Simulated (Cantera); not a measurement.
A Cantera script and what it prints.

```python
import numpy as np
import cantera as ct

gas_names = [...]  # 136 gases of nasa_gas.yaml made of C, H, N, O
cond_names = """
    C(gr) C6H6(L) C7H8(L) C8H18(L),n-octa H2O(s) H2O(L)
""".split()


# ... load() reads the species with a 1 bar reference pressure and builds the phases ...
atoms = {
    'CH4': {'C': 1, 'H': 4},
    'H2O': {'H': 2, 'O': 1},
    'N2': {'N': 2},
}
top_T = {'C(gr)': 4500}  # K; cautious upper limits of use, not melting points


# ... equilibrate(T, P, feed) seeds the gas with the atoms and calls Mixture.equilibrate('TP', solver="vcs", rtol=1e-11, max_steps=5000) ...
results = []
feed = {'CH4': 1, 'H2O': 0.089, 'N2': 1.3}  # mol
P = 1000  # Pa
for T in [1698, 1773, 1848, 1923, 1998, 2073, 2148, 2223, 2298, 2373, 2448]:
    mix = equilibrate(T, P, feed)
    results.append((T, P, feed, dict(zip(mix.species_names, mix.species_moles))))

top = {s: max(r[3][s] / sum(r[3][g] for g in gas_names) for r in results) for s in gas_names}
cols = sorted((s for s in top if top[s] > 1e-06), key=lambda s: -top[s])[:7]
seen = [c for c in cond_names if any(r[3].get(c, 0) > 1e-12 for r in results)]
print("log10 of partial pressures in bar; condensed amounts in mol")
print(f"{'T/K':>10s}" + "".join(f"{s[:9]:>10s}" for s in cols + seen))
for T, P, feed, n in results:
    ng = sum(n[g] for g in gas_names)
    print(f"{T:10.4g}" + "".join(f"{np.log10(max(n[s] / ng * P / 1e5, 1e-99)):10.3f}" for s in cols)
          + "".join(f"{n.get(c, 0):10.4g}" for c in seen))
```

Output:

```
log10 of partial pressures in bar; condensed amounts in mol
       T/K        H2        N2         H        CO       HCN C2H2,acet       HNC     C(gr)
      1698    -2.223    -2.429    -4.951    -3.592    -4.767    -6.365    -6.293    0.9046
      1773    -2.224    -2.429    -4.658    -3.592    -4.596    -6.078    -6.044    0.9013
      1848    -2.225    -2.430    -4.388    -3.593    -4.441    -5.814    -5.816    0.8968
      1923    -2.228    -2.432    -4.140    -3.594    -4.298    -5.573    -5.607    0.8907
      1998    -2.232    -2.434    -3.911    -3.595    -4.168    -5.352    -5.415    0.8827
      2073    -2.237    -2.437    -3.699    -3.596    -4.048    -5.149    -5.238    0.8725
      2148    -2.245    -2.442    -3.503    -3.599    -3.940    -4.963    -5.077    0.8596
      2223    -2.257    -2.447    -3.322    -3.602    -3.841    -4.794    -4.929    0.8437
      2298    -2.273    -2.455    -3.155    -3.607    -3.753    -4.642    -4.795    0.8245
      2373    -2.296    -2.464    -3.003    -3.614    -3.675    -4.507    -4.674    0.8018
      2448    -2.325    -2.476    -2.864    -3.623    -3.608    -4.388    -4.566    0.7755
```

These are equilibrium values from Cantera (NASA tables, ideal gas, pure condensed phases), not measurements of a reactor.
